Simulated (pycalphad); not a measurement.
Computed with pycalphad from the COST 507 light-alloy database (1999), at 1 atm. These are 1990s assessments: newer ones move some temperatures and phases.

Q: How does the equilibrium phase assembly of Al-1.8Si-1.92Mn (at.%) change on cooling from 1850 K to 500 K?

A: 
```json
[
 {"T (K)": "984.8", "phases above": "liquid", "phases below": "ALMNSI_BETA + liquid"},
 {"T (K)": "969.1", "phases above": "ALMNSI_BETA + liquid", "phases below": "ALMNSI_ALPHA + ALMNSI_BETA + liquid"},
 {"T (K)": "967.3", "phases above": "ALMNSI_ALPHA + ALMNSI_BETA + liquid", "phases below": "ALMNSI_ALPHA + liquid"},
 {"T (K)": "924.0", "phases above": "ALMNSI_ALPHA + liquid", "phases below": "ALMNSI_ALPHA + fcc + liquid"},
 {"T (K)": "895.9", "phases above": "ALMNSI_ALPHA + fcc + liquid", "phases below": "ALMNSI_ALPHA + fcc"},
 {"T (K)": "725.8", "phases above": "ALMNSI_ALPHA + fcc", "phases below": "ALMNSI_ALPHA + diamond (Si) + fcc"}
]
```
Changes were sought between steps of 25 K, so a narrower field can be missed.

Database names, with the compositions (at.%) that they take in these runs: ALMNSI_BETA: Al 70 Mn 23 Si 7; ALMNSI_ALPHA: Al 70-74 Mn 17 Si 9-13.
